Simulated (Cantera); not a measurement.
A perfectly stirred reactor is fed with CH4 : C2H6 : C3H8 : O2 : N2 = 1 : 0.45 : 0.044 : 6.43 : 24.2 (molar parts), equivalence ratio 0.59, at 4.93 atm; it is adiabatic with a 525 K inlet, and is followed from long to short residence time, starting on the burning branch (τ in s: 0.11, 0.045, 0.019, 0.008, 0.0033, 0.0014, 0.00059, 0.00025, 0.0001, 4.4e-05, 1.8e-05, 7.7e-06).

Cantera simulation using GRI-Mech 3.0 (53 species, 325 reactions); the numbers are that mechanism's predictions, not measurements.

### Question
Predict: blow-out, bracketed by the residence times tried; x(CH4) at τ = 0.110 s; x(C2H6) at τ = 0.110 s; x(C3H8) at τ = 0.110 s; x(CH2CO) at τ = 0.110 s; x(NO) at τ = 0.110 s; x(CH4) at τ = 0.590 ms; x(C2H6) at τ = 0.590 ms; x(C3H8) at τ = 0.590 ms; x(CH2CO) at τ = 0.590 ms; x(NO) at τ = 0.590 ms.

### Answer
```json
{
 "blow_out_bracketed_by_the_residence_times_tried": "burning at 0.100 ms, out at 44.0 µs",
 "x(CH4) at τ = 0.110 s": "2.36e-6",
 "x(C2H6) at τ = 0.110 s": "2.04e-7",
 "x(C3H8) at τ = 0.110 s": "1.82e-8",
 "x(CH2CO) at τ = 0.110 s": "3.71e-7",
 "x(NO) at τ = 0.110 s": "3.08e-5",
 "x(CH4) at τ = 0.590 ms": "9.32e-5",
 "x(C2H6) at τ = 0.590 ms": "1.07e-5",
 "x(C3H8) at τ = 0.590 ms": "1.08e-6",
 "x(CH2CO) at τ = 0.590 ms": "1.84e-5",
 "x(NO) at τ = 0.590 ms": "8.04e-6"
}
```
